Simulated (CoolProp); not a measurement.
Ammonia at several states: Z from the reference equation and from simpler models built on Tc = 405.6 K, pc = 11.36 MPa, ω = 0.256; each cubic takes its own stable root.

Computed with CoolProp (reference Helmholtz-energy equation of state, Gao 2020).

```json
[
 {"T (K)": "652", "p (MPa)": "0.204", "phase": "gas", "reference": "0.9989"},
 {"T (K)": "273.5", "p (MPa)": "2.08", "phase": "liquid", "reference": "0.02437"},
 {"T (K)": "427", "p (MPa)": "1.54", "phase": "gas", "reference": "0.9573"}
]
```

Question: How far does each simpler model (Redlich-Kwong, Soave-Redlich-Kwong, Peng-Robinson) lie from the reference over these 3 states: mean and median of the absolute difference, and the worst?

Answer: 
- Redlich-Kwong: mean 10.3 %, median 0.2 %, worst +30.8 % at 273.5 K and 2.08 MPa
- Soave-Redlich-Kwong: mean 8.8 %, median 0.3 %, worst +26.0 % at 273.5 K and 2.08 MPa
- Peng-Robinson: mean 3.9 %, median 0.2 %, worst +11.4 % at 273.5 K and 2.08 MPa
